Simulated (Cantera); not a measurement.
A closed system holds: 1 mol Ti, 1.5 mol C3H8, 460 mol H2, 0.32 mol CH4, at 1152 °C and 1.00 bar.

Method: chemical equilibrium by Gibbs-energy minimisation in Cantera with the NASA 1993 tables (ideal gas, pure condensed phases). Candidate condensed phases: C, C6H6, C7H8, C8H18, Ti, TiC; 77 gas species. TiC: taken at fixed stoichiometry. Rates play no part.

**Question.** What is the equilibrium state?

**Answer.** 
- x(H2) = 0.996
- x(CH4) = 0.00374
- x(H) = 6.81e-6
- x(C2H2 (acetylene)) = 3.51e-6
- x(C2H4) = 2.20e-6
- n(C(graphite)) = 2.08 mol
- n(TiC(s)) = 1.00 mol
- gas amount = 464.9 mol
- log10 activity of Ti(β) (absent) = -6.12
